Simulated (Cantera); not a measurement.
An adiabatic, constant-volume homogeneous reactor starts with 5.69 % CH₄, 19.8 % O₂, 74.5 % N₂, at 1475 K and 26000 Pa.

Cantera simulation using GRI-Mech 3.0 (53 species, 325 reactions); the numbers are that mechanism's predictions, not measurements.

x: mole fraction; the columns are a selection and need not sum to one.

| t (s) | T (K) | P (bar) | x CH₄ | x O₂ | x O | x C₂H₄ | x HCN | x H₂O₂ |
|---|---|---|---|---|---|---|---|---|
| 1.00e-6 | 1475 | 0.260 | 0.0569 | 0.198 | 2.65e-10 | <1e-12 | <1e-12 | 3.68e-12 |
| 3.08e-6 | 1475 | 0.260 | 0.0569 | 0.198 | (withheld) | <1e-12 | <1e-12 | 3.41e-11 |
| 9.50e-6 | 1475 | 0.260 | 0.0569 | 0.198 | (withheld) | <1e-12 | <1e-12 | 2.99e-10 |
| 2.93e-5 | 1475 | 0.260 | 0.0569 | 0.198 | (withheld) | 1.24e-12 | <1e-12 | 2.27e-9 |
| 9.03e-5 | 1475 | 0.260 | 0.0569 | 0.198 | (withheld) | 5.69e-11 | <1e-12 | 1.25e-8 |
| 0.000278 | 1475 | 0.260 | 0.0569 | 0.198 | (withheld) | 2.70e-9 | <1e-12 | 4.51e-8 |
| 0.000858 | 1475 | 0.260 | 0.0568 | 0.198 | (withheld) | 2.35e-7 | <1e-12 | 1.05e-7 |
| 0.00265 | 1484 | 0.262 | 0.0549 | 0.197 | (withheld) | 8.68e-5 | <1e-12 | 7.88e-7 |
| 0.00816 | 2585 | 0.465 | <1e-12 | 0.0806 | 0.00916 | <1e-12 | 1.71e-11 | 1.57e-7 |
| 0.0251 | 2575 | 0.463 | <1e-12 | 0.0768 | 0.00851 | <1e-12 | 2.90e-11 | 1.51e-7 |
| 0.0775 | 2574 | 0.463 | <1e-12 | 0.0763 | 0.00842 | <1e-12 | 3.04e-11 | 1.50e-7 |
| 0.239 | 2574 | 0.463 | <1e-12 | 0.0763 | 0.00842 | <1e-12 | 3.04e-11 | 1.50e-7 |
| 0.737 | 2574 | 0.463 | <1e-12 | 0.0763 | 0.00842 | <1e-12 | 3.04e-11 | 1.50e-7 |
| 2.27 | 2574 | 0.463 | <1e-12 | 0.0763 | 0.00842 | <1e-12 | 3.04e-11 | 1.50e-7 |
| 7.00 | 2574 | 0.463 | <1e-12 | 0.0763 | 0.00842 | <1e-12 | 3.04e-11 | 1.50e-7 |

Q: Fill in the missing entries.

A: 
- 3.08e-6, x O: 1.44e-9
- 9.50e-6, x O: 3.51e-9
- 2.93e-5, x O: 4.49e-9
- 9.03e-5, x O: 6.82e-9
- 0.000278, x O: 1.67e-8
- 0.000858, x O: 8.38e-8
- 0.00265, x O: 1.86e-6
